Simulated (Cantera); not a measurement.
Mixture: CH3OH : O2 : N2 = 1 : 3.19 : 12 (molar parts), equivalence ratio 0.47, at 21.0 bar, adiabatic and at constant volume. Ignition delay is the time to a rise of 400 K.

Computed with Cantera and GRI-Mech 3.0 (53 species, 325 reactions). GRI-Mech 3.0 was tuned for natural gas; its chemistry of methanol as a main component is partial and can be far from experiment. The pressure lies above the range GRI-Mech 3.0 was tuned for (to about 10 atm).

Predict: delay at 1200 K; delay at 1400 K; delay at 1600 K; delay at 1800 K; apparent activation energy between 1700 and 1900 K.


```
Item                                                     Value
--------------------------------------------------  ----------
delay at 1200 K                                        1.04 ms
delay at 1400 K                                        60.4 µs
delay at 1600 K                                        8.58 µs
delay at 1800 K                                        2.09 µs
apparent activation energy between 1700 and 1900 K  170 kJ/mol
```
